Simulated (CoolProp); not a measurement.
Vapour-liquid equilibrium of toluene (1) + ethylbenzene (2) at 0.0318 MPa; x and y are mole fractions of (1).

Model: multi-fluid Helmholtz-energy mixture model, Lemmon 2006 and Zhou 2012; pair parameters Bell 2016, in CoolProp.

Task: Give the bubble temperature and the first vapour's composition at x = 0.35, 0.55, 0.95. Is there an azeotrope?

Result: x = 0.35: 87.7 °C, y = 0.536; x = 0.55: 83.2 °C, y = 0.728; x = 0.95: 75.2 °C, y = 0.979. No azeotrope shows between x = 0.05 and 0.95.

The pair parameters rest on a limited set of measurements; away from them the model extrapolates.
